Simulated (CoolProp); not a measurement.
A closed Brayton cycle with carbon dioxide: compressor inlet 321.15 K and 7.8 MPa, high pressure 25.7 MPa, turbine inlet 640 K, compressor efficiency 0.8, turbine efficiency 0.93, recuperator effectiveness 0.8 (on enthalpy, no pinch check). Each further row changes one setting.

The numbers come from the reference Helmholtz-energy equation of state, Span 1996 in CoolProp.

```csv
case,thermal efficiency (%),net work (kJ/kg),compressor to turbine work,compressor exit (K),turbine exit (K)
as stated,…,48.8,0.58,424.0,513.7
turbine inlet 590 K,…,…,0.65,424.0,468.7
compressor inlet 331.15 K,…,…,0.65,…,513.7
high pressure 21.8 MPa,22.6,46.3,…,409.2,530.7
recuperator effectiveness 0.5,19.6,48.8,0.58,424.0,513.7
```

Task: What belongs in the gaps?

Result: 
- as stated, thermal efficiency (%): 22.4
- turbine inlet 590 K, thermal efficiency (%): 18.6
- turbine inlet 590 K, net work (kJ/kg): 36.3
- compressor inlet 331.15 K, thermal efficiency (%): 19.9
- compressor inlet 331.15 K, net work (kJ/kg): 40.6
- compressor inlet 331.15 K, compressor exit (K): 441.9
- high pressure 21.8 MPa, compressor to turbine work: 0.55
